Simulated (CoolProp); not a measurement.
R124 along the isotherm 402 K: fugacity coefficient from the reference equation and from simpler models built on Tc = 395.4 K, pc = 36.24 bar, ω = 0.288; each cubic takes its own stable root.

Computed with CoolProp (reference Helmholtz-energy equation of state, de Vries 1995).

| p (bar) | phase | reference |
|---|---|---|
| 1.81 | gas | 0.9837 |
| 3.62 | gas | 0.9676 |
| 5.44 | gas | 0.9514 |
| 7.25 | gas | 0.9354 |
| 9.06 | gas | 0.9195 |
| 10.9 | gas | 0.9034 |
| 12.7 | gas | 0.8877 |
| 14.5 | gas | 0.8721 |
| 16.3 | gas | 0.8566 |
| 18.1 | gas | 0.8410 |

How far does each simpler model (van der Waals, Redlich-Kwong, Soave-Redlich-Kwong, Peng-Robinson) lie from the reference over these 10 states: mean and median of the absolute difference, and the worst?


- van der Waals: mean 1.1 %, median 1.1 %, worst +2.1 % at 402 K and 18.1 bar
- Redlich-Kwong: mean 0.1 %, median 0.1 %, worst +0.1 % at 402 K and 18.1 bar
- Soave-Redlich-Kwong: mean 0.2 %, median 0.1 %, worst +0.3 % at 402 K and 18.1 bar
- Peng-Robinson: mean 0.9 %, median 0.9 %, worst -1.5 % at 402 K and 18.1 bar
